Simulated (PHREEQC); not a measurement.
Solution (85 °C): 53 mmol/kgw Ni(NO3)2, 0.24 mmol/kgw HNO3 and 1.7 mmol/kgw KCl. Closed to the air; pH follows from the charge balance.

Computed with PHREEQC (ion-association model, wateq4f.dat).

The ionic strength comes out as 0.161 mol/kgw. What activity coefficients do Ni+2, H+, NiCl+, Cl-, K+ get?

Ni+2 0.28, H+ 0.79, NiCl+ 0.73, Cl- 0.70, K+ 0.70.

Precipitation was switched off in this run. At this temperature some constants are extrapolated from 25 °C, and those without enthalpy data are left unchanged.
